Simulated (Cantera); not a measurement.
# N2O furnace oxynitridation

An isothermal, constant-pressure homogeneous reactor starts with 95.9 % N₂O, 4.12 % H₂O, at 1248 K and 0.720 atm.

Cantera simulation using GRI-Mech 3.0 (53 species, 325 reactions); the numbers are that mechanism's predictions, not measurements. GRI-Mech 3.0 was tuned for natural gas; its chemistry of N2O as a main component is partial and can be far from experiment. The mechanism lacks the step 2 NO + O2 → 2 NO2, which can matter for NO2 below about 1400 K. The temperature is held fixed by assumption; the heat of reaction is taken as removed at once.

| t (s) | x N₂O | x H₂O | x NO | x H₂O₂ | x O | x N₂ |
|---|---|---|---|---|---|---|
| 7.00e-5 | 0.959 | 0.0412 | 8.93e-6 | 1.74e-10 | 4.09e-6 | 7.31e-5 |
| 0.000182 | 0.958 | 0.0412 | 2.47e-5 | 4.51e-9 | 4.08e-6 | 0.000197 |
| 0.000474 | 0.958 | 0.0412 | 6.48e-5 | 8.03e-8 | 4.06e-6 | 0.000524 |
| 0.00123 | 0.957 | 0.0412 | 0.000160 | 1.74e-7 | 4.05e-6 | 0.00138 |
| 0.00321 | 0.953 | 0.0411 | 0.000388 | 1.08e-7 | 4.02e-6 | 0.00364 |
| 0.00837 | 0.944 | 0.0410 | 0.000952 | 6.77e-8 | 3.92e-6 | 0.00945 |
| 0.0218 | 0.921 | 0.0407 | 0.00243 | 4.48e-8 | 3.75e-6 | 0.0241 |
| 0.0567 | 0.866 | 0.0399 | 0.00621 | 3.45e-8 | 3.55e-6 | 0.0597 |
| 0.148 | 0.742 | 0.0382 | 0.0146 | 3.11e-8 | 3.32e-6 | 0.139 |
| 0.384 | 0.519 | 0.0351 | 0.0292 | 2.70e-8 | 2.93e-6 | 0.283 |
| 1.00 | 0.242 | 0.0312 | 0.0453 | 1.91e-8 | 2.14e-6 | 0.462 |
x: mole fraction; the columns are a selection and need not sum to one.

Equilibrium at this temperature and pressure: N₂O 1.66e-8, H₂O 0.0279, NO 0.000315, H₂O₂ 4.91e-10, O 4.46e-8, N₂ 0.648 (gas phase only).
